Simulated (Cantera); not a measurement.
## Ignition delay

Mixture: CH₄ : O₂ : N₂ : H₂O = 1 : 4.44 : 16.7 : 0.55 (molar parts), equivalence ratio 0.45, at 0.900 bar, adiabatic and at constant pressure. Ignition delay is the time to a rise of 400 K.

Model: GRI-Mech 3.0 (53 species, 325 reactions), integrated in Cantera.

| T0 (K) | delay (ms) |
|---|---|
| 1023 | 563 |
| 1123 | 110 |
| 1223 | 25.1 |
| 1323 | 6.79 |
| 1423 | 2.17 |
| 1523 | 0.829 |
| 1623 | 0.371 |
| 1723 | 0.188 |
| 1823 | 0.104 |
| 1923 | 0.0626 |

```
Quantity                                                 Value
--------------------------------------------------  ----------
apparent activation energy between 1723 and 1923 K  150 kJ/mol
```
